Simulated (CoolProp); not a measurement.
Properties of propylene along the isotherm 192.55 °C.

Values from CoolProp's reference Helmholtz-energy equation of state, Lemmon 2013.

| p (MPa) | phase | Z | cv (kJ/(kg K)) | viscosity (µPa s) |
|---|---|---|---|---|
| 2.53 | gas | 0.9127 | 1.973 | 14.2 |
| 5.06 | supercritical | 0.8246 | 2.003 | 16.2 |
| 7.59 | supercritical | 0.7400 | 2.036 | 19.1 |
| 10.1 | supercritical | 0.6721 | 2.061 | 23.3 |
| 12.7 | supercritical | 0.6373 | 2.072 | 28.5 |
| 15.2 | supercritical | 0.6380 | 2.072 | 33.6 |
| 17.7 | supercritical | 0.6596 | 2.070 | 38.2 |
| 20.2 | supercritical | 0.6925 | 2.068 | 42.3 |
| 22.8 | supercritical | 0.7329 | 2.067 | 46.0 |

Viscosity comes from a separate model (Huber 2003), an estimate that may be off by 10 % or more.
